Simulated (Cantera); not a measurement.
An isothermal, constant-pressure homogeneous reactor starts with C₃H₈ : H₂ = 1 : 0.85 (molar parts), at 1600 K and 9200 Pa.

Detailed kinetics in Cantera: GRI-Mech 3.0 (53 species, 325 reactions). GRI-Mech 3.0 was tuned for natural gas; its chemistry of propane as a main component is partial and can be far from experiment. GRI-Mech 3.0 stops at C3 and has no aromatics, soot or wall deposition, so with more carbon than oxygen in the feed, carbon stays in small species such as C2H2 where larger ones or solid carbon would form.

x: mole fraction; the columns are a selection and need not sum to one.

```
t (s)       x C₃H₈   x H₂     x CH₃    x C₂H₆     x C₂H   x C₂H₄       x H
--------  --------  -----  --------  --------  --------  -------  --------
4.00e-6      0.529  0.457   0.00608  0.000196    <1e-12  0.00256       ___
1.59e-5      0.468  0.445    0.0270   0.00278  1.44e-10   0.0329       ___
6.28e-5      0.211  0.405    0.0389    0.0243   3.59e-8    0.192  0.000766
0.000249   0.00892  0.405    0.0110    0.0156   3.89e-7    0.272  0.000751
0.000986   2.06e-5  0.455   0.00203   0.00162   2.18e-7    0.188       ___
0.00391    1.23e-7  0.491  0.000637  0.000136   1.02e-7    0.114       ___
0.0155     3.72e-8  0.528  0.000493   6.54e-5   1.10e-7   0.0380       ___
0.0614     2.62e-8  0.555  0.000521   6.56e-5   1.44e-7  0.00296       ___
0.243      1.33e-8  0.588  0.000416   4.03e-5   1.56e-7  0.00239       ___
0.964      2.26e-9  0.642  0.000223   1.08e-5   1.86e-7  0.00211       ___
3.82      2.17e-10  0.676   7.44e-5   1.34e-6   2.18e-7  0.00211  0.000144
15.1      9.33e-11  0.683   3.99e-5   5.73e-7   2.24e-7  0.00212  0.000149
60.0      9.17e-11  0.683   3.93e-5   5.64e-7   2.24e-7  0.00212  0.000149
```

### Question
Complete the blanks.

### Answer

- 4.00e-6, x H: 0.000113
- 1.59e-5, x H: 0.000348
- 0.000986, x H: 0.000217
- 0.00391, x H: 7.80e-5
- 0.0155, x H: 6.99e-5
- 0.0614, x H: 8.62e-5
- 0.243, x H: 9.62e-5
- 0.964, x H: 0.000120
